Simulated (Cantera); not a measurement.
A perfectly stirred reactor is fed with CH4 : C2H6 : O2 : N2 = 1 : 0.12 : 1.86 : 7 (molar parts), equivalence ratio 1.3, at 14300 Torr; it is adiabatic with a 300 K inlet, and is followed from long to short residence time, starting on the burning branch (τ in s: 0.029, 0.013, 0.0057, 0.0025, 0.0011, 0.00049, 0.00022, 9.7e-05, 4.3e-05, 1.9e-05).

Computed with Cantera and GRI-Mech 3.0 (53 species, 325 reactions). The pressure lies above the range GRI-Mech 3.0 was tuned for (to about 10 atm).

Predict: blow-out, bracketed by the residence times tried; x(CH4) at τ = 29.0 ms; x(C2H6) at τ = 29.0 ms; x(O2) at τ = 29.0 ms; x(CH3) at τ = 29.0 ms; x(CO) at τ = 29.0 ms; x(CH4) at τ = 0.490 ms; x(C2H6) at τ = 0.490 ms; x(O2) at τ = 0.490 ms; x(CH3) at τ = 0.490 ms; x(CO) at τ = 0.490 ms.


```
Property                                                                        Value
------------------------------------------------  -----------------------------------
blow-out, bracketed by the residence times tried  burning at 0.220 ms, out at 97.0 µs
x(CH4) at τ = 29.0 ms                                                        0.000625
x(C2H6) at τ = 29.0 ms                                                        2.81e-7
x(O2) at τ = 29.0 ms                                                         0.000117
x(CH3) at τ = 29.0 ms                                                         4.05e-5
x(CO) at τ = 29.0 ms                                                           0.0614
x(CH4) at τ = 0.490 ms                                                        0.00459
x(C2H6) at τ = 0.490 ms                                                       3.02e-5
x(O2) at τ = 0.490 ms                                                         0.00439
x(CH3) at τ = 0.490 ms                                                       0.000485
x(CO) at τ = 0.490 ms                                                          0.0539
```
